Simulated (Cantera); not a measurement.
Feed: 1 mol Si3N4, 0.0018 mol O2, 450 mol H2, held at 5.20 mbar.

Equilibrium computed with Cantera from the NASA thermochemical tables; the gas is ideal and each condensed phase is pure. Candidate condensed phases: H2O, Si, SiO2, Si2N2O, Si3N4; 35 gas species. Gases not in the tables: Si2H6 and higher silanes. The numbers say what is thermodynamically allowed, not how fast it happens.

Question: Which condensed phases are stable at each of these points (T (K)): 1625, 1675, 1725, 1775, 1825, 1875, 1925, 1975, 2025, 2075, 2125, 2175?

Answer: 
```tsv
T (K)	condensed phases	Si condensed (%)
1625	Si(s)	99.2
1675	Si(s)	98.3
1725	Si(l)	96.3
1775	Si(l)	92.4
1825	Si(l)	84.8
1875	Si(l)	70.3
1925	Si(l)	43.5
1975	gas only	0.0
2025	gas only	0.0
2075	gas only	0.0
2125	gas only	0.0
2175	gas only	0.0
```

From 1625 K to 1675 K the condensed part is Si(s). From 1725 K to 1925 K the condensed part is Si(l). From 1975 K to 2175 K nothing is condensed.
